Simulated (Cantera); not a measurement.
Feed: 1 mol CuO, 3.4 mol CH4, 0.13 mol H2, held at 2.10 bar.

Cantera equilibrium calculation (NASA polynomials, part measured and part estimated; ideal gas, pure solids and liquids). Candidate condensed phases: C, C6H6, C7H8, C8H18, Cu, CuO, Cu(OH)2, Cu2O, H2O; 113 gas species. Kinetics and transport are ignored.

At 875 °C, list the 5 most abundant gas species with their mole fractions, and the condensed phases.

H2 0.835, CO 0.119, CH4 0.0348, H2O 0.0101, CO2 0.00122. Condensed: C(graphite) + Cu(s).
